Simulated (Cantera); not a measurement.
A Cantera script and what it prints.

```python
import numpy as np
import cantera as ct

gas_names = [...]  # 110 gases of nasa_gas.yaml made of C, H, O
cond_names = """
    C(gr) C6H6(L) C7H8(L) C8H18(L),n-octa H2O(s) H2O(L)
""".split()


# ... load() reads the species with a 1 bar reference pressure and builds the phases ...
atoms = {
    'C2H2': {'C': 2, 'H': 2},
    'O2': {'O': 2},
}
top_T = {'C(gr)': 4500}  # K; cautious upper limits of use, not melting points


# ... equilibrate(T, P, feed) seeds the gas with the atoms and calls Mixture.equilibrate('TP', solver="vcs", rtol=1e-11, max_steps=5000) ...
results = []
feed = {'C2H2': 1, 'O2': 0.075}  # mol
T = 2000  # K
P = 33000  # Pa
mix = equilibrate(T, P, feed)
results.append((T, P, feed, dict(zip(mix.species_names, mix.species_moles))))
x = sorted(zip(gas.X, gas.species_names), reverse=True)
print(f"T = {T:g} K  P = {P:g} Pa  gas = {mix.phase_moles(0):.4g} mol")
print("   x: " + "  ".join(f"{s} {v:.3e}" for v, s in x if v > 1e-06))
print("   condensed (mol): " + ("  ".join(f"{mix.phase(i).name} {mix.phase_moles(i):.4g}"
      for i in range(1, mix.n_phases) if mix.phase_moles(i) > 1e-12) or "none"))
```

Result:

```
T = 2000 K  P = 33000 Pa  gas = 1.151 mol
   x: H2 8.663e-01  CO 1.303e-01  H 2.635e-03  C2H2,acetylene 6.655e-04  CH4 1.051e-04  CH3 6.328e-06  H2O 4.365e-06  C2H4 1.282e-06
   condensed (mol): C(gr) 1.848
```

Cantera equilibrium calculation (NASA polynomials, part measured and part estimated; ideal gas, pure solids and liquids).
